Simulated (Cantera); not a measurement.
What does this Cantera script print?

```python
import numpy as np
import cantera as ct

gas_names = """
    C CO CO2 C2 C2O C3 C3O2 C4 C5 O O2 O3 Ti TiO TiO2
""".split()
cond_names = """
    C(gr) Ti(a) Ti(b) Ti(L) TiC(s) TiC(L) TiO(a) TiO(b) TiO(L) TiO2(ru) TiO2(L) Ti2O3(a) Ti2O3(b)
    Ti2O3(L) Ti3O5(a) Ti3O5(b) Ti3O5(L) Ti4O7(s) Ti4O7(L)
""".split()


# ... load() reads the species with a 1 bar reference pressure and builds the phases ...
atoms = {
    'Ti': {'Ti': 1},
    'CO2': {'C': 1, 'O': 2},
    'CO': {'C': 1, 'O': 1},
    'O2': {'O': 2},
}
top_T = {'C(gr)': 4500}  # K; cautious upper limits of use, not melting points


# ... equilibrate(T, P, feed) seeds the gas with the atoms and calls Mixture.equilibrate('TP', solver="vcs", rtol=1e-11, max_steps=5000) ...
results = []
feed = {'Ti': 1, 'CO2': 1.5, 'CO': 43, 'O2': 0.0015}  # mol
T = 1773.15  # K
P = 100000  # Pa
mix = equilibrate(T, P, feed)
results.append((T, P, feed, dict(zip(mix.species_names, mix.species_moles))))
x = sorted(zip(gas.X, gas.species_names), reverse=True)
print(f"T = {T:g} K  P = {P:g} Pa  gas = {mix.phase_moles(0):.4g} mol")
print("   x: " + "  ".join(f"{s} {v:.3e}" for v, s in x if v > 0.0001))
print("   condensed (mol): " + ("  ".join(f"{mix.phase(i).name} {mix.phase_moles(i):.4g}"
      for i in range(1, mix.n_phases) if mix.phase_moles(i) > 1e-12) or "none"))
```

Output:

```
T = 1773.15 K  P = 100000 Pa  gas = 44.5 mol
   x: CO 9.997e-01  CO2 2.594e-04
   condensed (mol): TiC(s) 0.003418  Ti2O3(b) 0.4983
```

These are equilibrium values from Cantera (NASA tables, ideal gas, pure condensed phases), not measurements of a reactor. Mutual solubility and eutectic melting of coexisting phases are not modelled. TiC: taken at fixed stoichiometry.
